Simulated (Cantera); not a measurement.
An isothermal, constant-pressure homogeneous reactor starts with CH4 : H2 : H = 0.11 : 1 : 0.14 (molar parts), at 2673 K and 0.0420 bar.

Cantera simulation using GRI-Mech 3.0 (53 species, 325 reactions); the numbers are that mechanism's predictions, not measurements. GRI-Mech 3.0 stops at C3 and has no aromatics, soot or wall deposition, so with more carbon than oxygen in the feed, carbon stays in small species such as C2H2 where larger ones or solid carbon would form. Radical loss at walls, strong at low pressure, is not modelled.

One state of this run: x CH4 = 6.44e-5; x H2 = 0.875; x H = 0.0841; x C2H4 = 2.84e-6; x C2H2 = 0.0403; x C2H = 0.000391. x: mole fraction; the columns are a selection and need not sum to one.

### Question
Which value of t (s) does it belong to?
(A) 20.0
(B) 0.00434
(C) 4.00e-5
(D) 0.000102

### Answer
B, 0.00434
